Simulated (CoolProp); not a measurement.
A single-stage vapour-compression cycle with the fluid: evaporating at 316.15 K (dew point), condensing at 352.15 K (bubble point), superheat 10 K, subcooling 5 K, compressor efficiency 0.75, no pressure losses. The same conditions are run with several fluids, on thermodynamics alone (safety and materials aside).

Computed with CoolProp (reference Helmholtz-energy equation of state of each fluid (chlorine: Thol 2021; carbonyl sulfide: Lemmon 2006; R236FA: Pan 2012; cyclopentane: Gedanitz 2015; R141b: Lemmon 2006; dimethyl carbonate: Zhou 2011)).

Question: Rank chlorine, carbonyl sulfide, R236FA, cyclopentane, R141b, dimethyl carbonate by cooling COP, highest first.

Answer: dimethyl carbonate (6.15), cyclopentane (6.08), R141b (6.00), chlorine (5.51), R236FA (5.40), carbonyl sulfide (5.03)

| fluid | pressure ratio | discharge temperature (K) | refrigerating effect (kJ/kg) | volumetric capacity (kJ/m³) |
|---|---|---|---|---|
| chlorine | 2.16 | 410.4 | 206 | 7590 |
| carbonyl sulfide | 2.05 | 392.0 | 184 | 9890 |
| R236FA | 2.55 | 358.7 | 103 | 3120 |
| cyclopentane | 2.99 | 368.9 | 346 | 754 |
| R141b | 2.80 | 368.8 | 188 | 1240 |
| dimethyl carbonate | 4.09 | 372.1 | 361 | 208 |
